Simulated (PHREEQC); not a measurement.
Solution (80 °C): 0.011 mol/kgw CuCl2, 0.014 mol/kgw HCl and 0.00032 mol/kgw NaCl. Closed to the air; pH follows from the charge balance.

Model: ion-association model, phreeqc.dat, run in PHREEQC.

Precipitation was switched off in this run.

**Question.** Order these Cu species by the share of Cu that they hold, largest first: CuCl+, Cu+2, CuCl2.

**Answer.** Cu+2 (71 %), CuCl+ (29 %), CuCl2 (0.55 %)

**Question.** Order these Cl species by the share of Cl that they hold, largest first: CuCl2, Cl-, CuCl+.

**Answer.** Cl- (91 %), CuCl+ (8.7 %), CuCl2 (0.33 %)

The pH is 1.93 and the ionic strength 0.0408 mol/kgw. Constants without temperature data keep their 25 °C values here.
